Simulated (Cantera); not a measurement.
**Adiabatic ignition**

An adiabatic, constant-pressure homogeneous reactor starts with 2.99 % CH4, 0.218 % H2, 6.11 % O2, 73.0 % N2, 17.7 % H2O, equivalence ratio 1.00, at 1800 K and 25000 Pa.

Model: GRI-Mech 3.0 (53 species, 325 reactions), integrated in Cantera.

| t (s) | T (K) | x CH4 | x H2 | x O2 | x C2H4 | x N2O | x C2H |
|---|---|---|---|---|---|---|---|
| 1.00e-5 | 1800 | 0.0299 | 0.00219 | 0.0611 | 3.23e-10 | 8.76e-12 | <1e-12 |
| 2.13e-5 | 1800 | 0.0299 | 0.00219 | 0.0610 | 5.59e-9 | 2.59e-11 | <1e-12 |
| 4.54e-5 | 1800 | 0.0299 | 0.00220 | 0.0610 | 7.92e-8 | 7.38e-11 | <1e-12 |
| 9.69e-5 | 1799 | 0.0297 | 0.00223 | 0.0610 | 1.01e-6 | 1.92e-10 | <1e-12 |
| 0.000206 | 1799 | 0.0294 | 0.00231 | 0.0609 | 1.34e-5 | 5.01e-10 | 3.24e-12 |
| 0.000440 | 1801 | 0.0270 | 0.00325 | 0.0597 | 0.000245 | 2.04e-9 | 8.15e-10 |
| 0.000938 | 2030 | <1e-12 | 0.0217 | 0.0150 | <1e-12 | 2.44e-8 | <1e-12 |
| 0.00200 | 2097 | <1e-12 | 0.0194 | 0.0126 | <1e-12 | 2.71e-8 | <1e-12 |
| 0.00426 | 2169 | <1e-12 | 0.0157 | 0.0102 | <1e-12 | 3.40e-8 | <1e-12 |
| 0.00909 | 2228 | <1e-12 | 0.0122 | 0.00799 | <1e-12 | 4.49e-8 | <1e-12 |
| 0.0194 | 2261 | <1e-12 | 0.0102 | 0.00668 | <1e-12 | 5.36e-8 | <1e-12 |
| 0.0413 | 2268 | <1e-12 | 0.00976 | 0.00631 | <1e-12 | 5.57e-8 | <1e-12 |
| 0.0880 | 2267 | <1e-12 | 0.00978 | 0.00618 | <1e-12 | 5.59e-8 | <1e-12 |
| 0.188 | 2266 | <1e-12 | 0.00986 | 0.00597 | <1e-12 | 5.69e-8 | <1e-12 |
| 0.400 | 2264 | <1e-12 | 0.00995 | 0.00574 | <1e-12 | 5.90e-8 | <1e-12 |
x: mole fraction; the columns are a selection and need not sum to one.

| Property | Result |
|---|---|
| time of steepest temperature rise | 0.748 ms |
| temperature at 0.400 s | 2264 K |
| equilibrium temperature | 2263 K |
| x(CH4) at 0.400 s | <1e-12 (gas-phase equilibrium <1e-12) |
| x(H2) at 0.400 s | 0.00995 (gas-phase equilibrium 0.01000) |
| x(O2) at 0.400 s | 0.00574 (gas-phase equilibrium 0.00562) |
